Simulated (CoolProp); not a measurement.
Ethane at 354.72 K and 5.47 MPa flows at 0.77 m/s in a round tube of 4.6 mm bore and 45 µm roughness, fully developed (64/Re and Nu = 3.66 if laminar; Colebrook and Gnielinski if turbulent). Each further row changes one setting.

Model: reference Helmholtz-energy equation of state, Bücker 2006, in CoolProp.

| case | Reynolds number | Darcy friction factor | pressure drop (Pa/m) | heat-transfer coefficient (W/(m² K)) | mass flow (kg/h) |
|---|---|---|---|---|---|
| as stated | 19900 | 0.0405 | 199 | 769 | 3.52 |
| velocity 1.54 m/s | 39700 | 0.0391 | 770 | 1530 | 7.04 |
| diameter 9.2 mm | 39700 | 0.0324 | 79.8 | 636 | 14.1 |

Viscosity comes from a separate model (Friend 1991). Thermal conductivity comes from a separate model (Friend 1991).
